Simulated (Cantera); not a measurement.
A Cantera script and what it prints.

```python
import numpy as np
import cantera as ct

gas_names = [...]  # 77 gases of nasa_gas.yaml made of C, H, Ti
cond_names = """
    C(gr) C6H6(L) C7H8(L) C8H18(L),n-octa Ti(a) Ti(b) Ti(L) TiC(s) TiC(L)
""".split()


# ... load() reads the species with a 1 bar reference pressure and builds the phases ...
atoms = {
    'Ti': {'Ti': 1},
    'CH4': {'C': 1, 'H': 4},
}
top_T = {'C(gr)': 4500}  # K; cautious upper limits of use, not melting points


# ... equilibrate(T, P, feed) seeds the gas with the atoms and calls Mixture.equilibrate('TP', solver="vcs", rtol=1e-11, max_steps=5000) ...
results = []
feed = {'Ti': 1, 'CH4': 1.4}  # mol
P = 10000  # Pa
for T in [1200, 1300, 1400, 1500, 1600, 1700, 1800, 1900, 2000]:
    mix = equilibrate(T, P, feed)
    results.append((T, P, feed, dict(zip(mix.species_names, mix.species_moles))))

top = {s: max(r[3][s] / sum(r[3][g] for g in gas_names) for r in results) for s in gas_names}
cols = sorted((s for s in top if top[s] > 1e-05), key=lambda s: -top[s])[:7]
seen = [c for c in cond_names if any(r[3].get(c, 0) > 1e-12 for r in results)]
print("log10 of partial pressures in bar; condensed amounts in mol")
print(f"{'T/K':>10s}" + "".join(f"{s[:9]:>10s}" for s in cols + seen))
for T, P, feed, n in results:
    ng = sum(n[g] for g in gas_names)
    print(f"{T:10.4g}" + "".join(f"{np.log10(max(n[s] / ng * P / 1e5, 1e-99)):10.3f}" for s in cols)
          + "".join(f"{n.get(c, 0):10.4g}" for c in seen))
```

Result:

```
log10 of partial pressures in bar; condensed amounts in mol
       T/K        H2         H       CH4 C2H2,acet     C(gr)    TiC(s)
      1200    -1.001    -7.205    -3.803    -7.989    0.3956         1
      1300    -1.000    -6.456    -4.105    -7.240    0.3978         1
      1400    -1.000    -5.813    -4.365    -6.599    0.3988         1
      1500    -1.000    -5.254    -4.590    -6.045    0.3992         1
      1600    -1.000    -4.765    -4.787    -5.561    0.3994         1
      1700    -1.000    -4.332    -4.961    -5.135    0.3993         1
      1800    -1.001    -3.946    -5.115    -4.757    0.3988         1
      1900    -1.001    -3.601    -5.253    -4.419    0.3977         1
      2000    -1.003    -3.290    -5.377    -4.117    0.3956         1
```

Cantera equilibrium calculation (NASA polynomials, part measured and part estimated; ideal gas, pure solids and liquids). TiC: taken at fixed stoichiometry.
